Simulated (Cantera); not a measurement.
A perfectly stirred reactor is fed with 8.38 % CH4, 6.03 % H2, 18.0 % O2, 67.6 % N2, equivalence ratio 1.1, at 5.00 bar; it is adiabatic with a 475 K inlet, and is followed from long to short residence time, starting on the burning branch (τ in s: 0.083, 0.029, 0.01, 0.0037, 0.0013, 0.00046, 0.00016, 5.8e-05, 2.1e-05).

Computed with Cantera and GRI-Mech 3.0 (53 species, 325 reactions).

**Question.** Predict: blow-out, bracketed by the residence times tried; x(CH4) at τ = 83.0 ms; x(H2) at τ = 83.0 ms; x(O2) at τ = 83.0 ms; x(N2O) at τ = 83.0 ms; x(CH2CO) at τ = 83.0 ms; x(CH4) at τ = 1.30 ms; x(H2) at τ = 1.30 ms; x(O2) at τ = 1.30 ms; x(N2O) at τ = 1.30 ms; x(CH2CO) at τ = 1.30 ms.

**Answer.** 
```json
{
  "blow_out_bracketed_by_the_residence_times_tried": "burning at 21.0 µs, the shortest tried",
  "x(CH4) at τ = 83.0 ms": "2.07e-6",
  "x(H2) at τ = 83.0 ms": "0.0143",
  "x(O2) at τ = 83.0 ms": "0.000528",
  "x(N2O) at τ = 83.0 ms": "9.54e-8",
  "x(CH2CO) at τ = 83.0 ms": "2.11e-9",
  "x(CH4) at τ = 1.30 ms": "4.03e-5",
  "x(H2) at τ = 1.30 ms": "0.0163",
  "x(O2) at τ = 1.30 ms": "0.00267",
  "x(N2O) at τ = 1.30 ms": "1.74e-7",
  "x(CH2CO) at τ = 1.30 ms": "7.17e-8"
}
```
